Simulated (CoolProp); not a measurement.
R13 at 181.28 K and 0.0175 MPa is throttled through a valve to 0.00499 MPa with no heat exchange. Each further row changes one setting.

Model: reference Helmholtz-energy equation of state, Platzer 1990, in CoolProp. This equation is an older, rougher fit.

```
case                         temperature change (K)  final density (kg/m³)
---------------------------  ----------------------  ---------------------
as stated                                      -0.6                      …
outlet pressure 0.0015 MPa                        …                      …
outlet pressure 0.00649 MPa                    -0.5                      …
```

Problem. Some entries are withheld; supply them.

Solution. 
- as stated, final density (kg/m³): 0.348
- outlet pressure 0.0015 MPa, temperature change (K): -0.8
- outlet pressure 0.0015 MPa, final density (kg/m³): 0.104
- outlet pressure 0.00649 MPa, final density (kg/m³): 0.453
